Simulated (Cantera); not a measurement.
A closed system holds: 1 mol CH3Cl, equilibrated at 2850 K and 7.20 Torr.

Cantera equilibrium calculation (NASA polynomials, part measured and part estimated; ideal gas, pure solids and liquids). Candidate condensed phases: C, C6H6, C7H8, C8H18; 91 gas species. Equilibrium is a limit: real reactors are often held back by kinetics, nucleation or transport.

Base state: H 0.446, H2 0.202, Cl 0.201, HCl 0.132, C2H2 (acetylene) 0.00794, C3 0.00602, C2H 0.00240, C 0.00117 (mole fractions); condensed: C(graphite).

Problem. What changes in the equilibrium state with this change: temperature from 2850 K to 1223 K?

Solution. 
```
species             before    after
----------------  --------  -------
HCl                  0.132    0.500
H2                   0.202    0.500
CH4                3.61e-8  3.20e-5
H                    0.446  2.17e-6
Cl                   0.201  1.87e-6
C3                 0.00602    <1e-9
C2H                0.00240    <1e-9
C                  0.00117    <1e-9
C2                0.000593    <1e-9
C4H2              0.000130    <1e-9
C(graphite), mol     0.873    1.000
```
